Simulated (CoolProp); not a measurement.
The fluoroketone C6F12O (FK-5-1-12) along the isotherm 494.2 K: Z from the reference equation and from simpler models built on Tc = 441.8 K, pc = 1.869 MPa, ω = 0.471; each cubic takes its own stable root.

The numbers come from the reference Helmholtz-energy equation of state, McLinden 2015 in CoolProp.

| p (MPa) | phase | reference | van der Waals | Redlich-Kwong |
|---|---|---|---|---|
| 0.0591 | gas | 0.9927 | 0.9928 | 0.9922 |
| 0.135 | gas | 0.9833 | 0.9835 | 0.9821 |
| 0.306 | gas | 0.9619 | 0.9620 | 0.9590 |
| 0.697 | gas | 0.9119 | 0.9098 | 0.9039 |
| 1.59 | gas | 0.7875 | 0.7677 | 0.7630 |
| 3.61 | supercritical | 0.4931 | 0.4655 | 0.4583 |
| 8.21 | supercritical | 0.6352 | 0.7843 | 0.6550 |
| 18.7 | supercritical | 1.196 | 1.527 | 1.197 |
